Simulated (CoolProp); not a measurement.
R227EA at 298.15 K and 16.1 MPa flows at 24 m/s in a round tube of 10 mm bore and 1.5 µm roughness, fully developed (64/Re and Nu = 3.66 if laminar; Colebrook and Gnielinski if turbulent). Each further row changes one setting.

Model: reference Helmholtz-energy equation of state, Lemmon 2016, in CoolProp.

| case | Reynolds number | Darcy friction factor | pressure drop (Pa/m) | heat-transfer coefficient (W/(m² K)) | mass flow (kg/h) |
|---|---|---|---|---|---|
| as stated | 1090000 | 0.0140 | 597000 | 33100 | 10000 |
| velocity 48 m/s | 2180000 | 0.0135 | 2310000 | 64500 | 20100 |
| diameter 20 mm | 2180000 | 0.0123 | 261000 | 30000 | 40100 |

Viscosity comes from a separate model (Huber 2003), an estimate that may be off by 10 % or more. Thermal conductivity comes from a separate model (Huber 2003), an estimate that may be off by 10 % or more.
